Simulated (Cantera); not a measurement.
Thermodynamics of carbothermic reduction, feed Fe₂O₃ + CH₄ + H₂

Charge: 1 mol Fe₂O₃, 1.7 mol CH₄, 3.5 mol H₂, held at 960000 Pa.

These are equilibrium values from Cantera (NASA tables, ideal gas, pure condensed phases), not measurements of a reactor. Candidate condensed phases: C, C₆H₆, C₇H₈, C₈H₁₈, Fe, Fe(CO)₅, FeO, Fe(OH)₂, Fe(OH)₃, Fe₂O₃, Fe₃O₄, H₂O; 114 gas species. The tables' stoichiometric FeO is somewhat more stable than real wüstite, so its field is too wide. FeO: taken at fixed stoichiometry. Kinetics and transport are ignored.

At 973 K the condensed part is FeO(s). At 1173 K the condensed part is Fe(α). From 1373 K to 1573 K the condensed part is Fe(γ). At 1773 K the condensed part is Fe(δ). From 1973 K to 2373 K the condensed part is Fe(l).

```json
[
 {"T (K)": "973", "x H₂": "0.565", "x CH₄": "0.267", "x CO": "0.0265", "x H₂O": "0.132", "x CO₂": "0.00996", "n FeO(s)": "2.00", "n Fe(α)": "0", "n Fe(γ)": "0", "n Fe(δ)": "0", "n Fe(l)": "0"},
 {"T (K)": "1173", "x H₂": "0.648", "x CH₄": "0.0186", "x CO": "0.158", "x H₂O": "0.147", "x CO₂": "0.0282", "n FeO(s)": "0", "n Fe(α)": "2.00", "n Fe(γ)": "0", "n Fe(δ)": "0", "n Fe(l)": "0"},
 {"T (K)": "1373", "x H₂": "0.667", "x CH₄": "0.000861", "x CO": "0.180", "x H₂O": "0.135", "x CO₂": "0.0176", "n FeO(s)": "0", "n Fe(α)": "0", "n Fe(γ)": "2.00", "n Fe(δ)": "0", "n Fe(l)": "0"},
 {"T (K)": "1573", "x H₂": "0.664", "x CH₄": "6.89e-5", "x CO": "0.184", "x H₂O": "0.138", "x CO₂": "0.0132", "n FeO(s)": "0", "n Fe(α)": "0", "n Fe(γ)": "2.00", "n Fe(δ)": "0", "n Fe(l)": "0"},
 {"T (K)": "1773", "x H₂": "0.662", "x CH₄": "9.79e-6", "x CO": "0.187", "x H₂O": "0.140", "x CO₂": "0.0107", "n FeO(s)": "0", "n Fe(α)": "0", "n Fe(γ)": "0", "n Fe(δ)": "2.00", "n Fe(l)": "0"},
 {"T (K)": "1973", "x H₂": "0.660", "x CH₄": "2.10e-6", "x CO": "0.189", "x H₂O": "0.142", "x CO₂": "0.00905", "n FeO(s)": "0", "n Fe(α)": "0", "n Fe(γ)": "0", "n Fe(δ)": "0", "n Fe(l)": "2.00"},
 {"T (K)": "2173", "x H₂": "0.658", "x CH₄": "6.05e-7", "x CO": "0.190", "x H₂O": "0.143", "x CO₂": "0.00793", "n FeO(s)": "0", "n Fe(α)": "0", "n Fe(γ)": "0", "n Fe(δ)": "0", "n Fe(l)": "2.00"},
 {"T (K)": "2373", "x H₂": "0.655", "x CH₄": "2.17e-7", "x CO": "0.190", "x H₂O": "0.143", "x CO₂": "0.00713", "n FeO(s)": "0", "n Fe(α)": "0", "n Fe(γ)": "0", "n Fe(δ)": "0", "n Fe(l)": "1.99"}
]
```
x: gas mole fraction; n: condensed amount in mol.
